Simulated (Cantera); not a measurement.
What does this Cantera script print?

```python
import numpy as np
import cantera as ct

gas_names = """
    CS2 Ca
""".split()
cond_names = """
    CaS(s) C(gr)
""".split()


# ... load() reads the species with a 1 bar reference pressure and builds the phases ...
species = {s.name: s for s in load("nasa_gas.yaml", gas_names) + load("nasa_condensed.yaml", cond_names)}
# Each term lists the table entries of one substance; the one whose range holds T is used.
reactions = {
    '2 CaS + C = CS2(g) + 2 Ca(g)':
        [(-2, ['CaS(s)']), (-1, ['C(gr)']), (1, ['CS2']), (2, ['Ca'])],
}


def pick(names, T):
    return next(species[n] for n in names if species[n].thermo.min_temp <= T <= species[n].thermo.max_temp)


results = []
for label, terms in reactions.items():
    print(label)
    print("     T/K   dH/kJ  dS/(J/K)   dG/kJ   log10 K")
    for T in [1475, 1500, 1525, 1550, 1575]:
        used = [(nu, pick(names, T)) for nu, names in terms]
        dH = sum(nu * s.thermo.h(T) for nu, s in used) / 1e6
        dS = sum(nu * s.thermo.s(T) for nu, s in used) / 1e3
        dG = dH - T * dS / 1e3
        logK = -dG * 1e6 / (ct.gas_constant * T * np.log(10))
        results.append((label, T, dH, dS, dG, logK, [s.name for _, s in used]))
        print(f"{T:8g} {dH:8.1f} {dS:8.1f} {dG:8.1f} {logK:8.2f}")
```

Output:

```
2 CaS + C = CS2(g) + 2 Ca(g)
     T/K   dH/kJ  dS/(J/K)   dG/kJ   log10 K
    1475   1387.6    389.6    812.9   -28.79
    1500   1386.8    389.1    803.2   -27.97
    1525   1386.0    388.5    793.5   -27.18
    1550   1385.1    388.0    783.8   -26.41
    1575   1384.3    387.4    774.1   -25.67
```

Standard-state values (1 bar) from the NASA 1993 polynomials, evaluated with Cantera. Condensed species are held in their standard states even where they would react or evaporate.
